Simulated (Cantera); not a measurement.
An isothermal, constant-pressure homogeneous reactor starts with H₂ : O₂ = 0.33 : 1 (molar parts), equivalence ratio 0.17, at 1450 K and 0.0200 bar.

Computed with Cantera and GRI-Mech 3.0 (53 species, 325 reactions). Radical loss at walls, strong at low pressure, is not modelled. The temperature is held fixed by assumption; the heat of reaction is taken as removed at once.

x: mole fraction; the columns are a selection and need not sum to one.

```json
[
 {"t (s)": "0.000100", "x H₂": "0.248", "x O₂": "0.752", "x H₂O": "2.95e-5", "x H": "1.93e-5", "x H₂O₂": "1.10e-8"},
 {"t (s)": "0.000389", "x H₂": "0.0186", "x O₂": "0.603", "x H₂O": "0.179", "x H": "0.0785", "x H₂O₂": "3.39e-7"},
 {"t (s)": "0.00152", "x H₂": "0.0141", "x O₂": "0.611", "x H₂O": "0.195", "x H": "0.0659", "x H₂O₂": "3.23e-7"},
 {"t (s)": "0.00590", "x H₂": "[?]", "x O₂": "0.649", "x H₂O": "[?]", "x H": "[?]", "x H₂O₂": "3.46e-7"},
 {"t (s)": "0.0230", "x H₂": "0.00226", "x O₂": "0.702", "x H₂O": "0.271", "x H": "0.00325", "x H₂O₂": "2.32e-7"},
 {"t (s)": "0.0894", "x H₂": "[?]", "x O₂": "0.715", "x H₂O": "0.281", "x H": "[?]", "x H₂O₂": "[?]"},
 {"t (s)": "0.348", "x H₂": "1.68e-5", "x O₂": "0.716", "x H₂O": "0.283", "x H": "2.04e-6", "x H₂O₂": "1.61e-8"},
 {"t (s)": "1.36", "x H₂": "3.29e-6", "x O₂": "0.717", "x H₂O": "0.283", "x H": "1.78e-7", "x H₂O₂": "6.08e-9"},
 {"t (s)": "5.28", "x H₂": "2.26e-6", "x O₂": "0.717", "x H₂O": "0.283", "x H": "1.01e-7", "x H₂O₂": "5.22e-9"},
 {"t (s)": "20.5", "x H₂": "2.26e-6", "x O₂": "0.717", "x H₂O": "0.283", "x H": "1.01e-7", "x H₂O₂": "5.22e-9"},
 {"t (s)": "80.0", "x H₂": "2.26e-6", "x O₂": "0.717", "x H₂O": "0.283", "x H": "1.01e-7", "x H₂O₂": "5.22e-9"}
]
```

**Question.** Fill in the missing entries.

**Answer.** 
- 0.00590, x H₂: 0.00992
- 0.00590, x H₂O: 0.228
- 0.00590, x H: 0.0343
- 0.0894, x H₂: 0.000166
- 0.0894, x H: 6.33e-5
- 0.0894, x H₂O₂: 6.45e-8
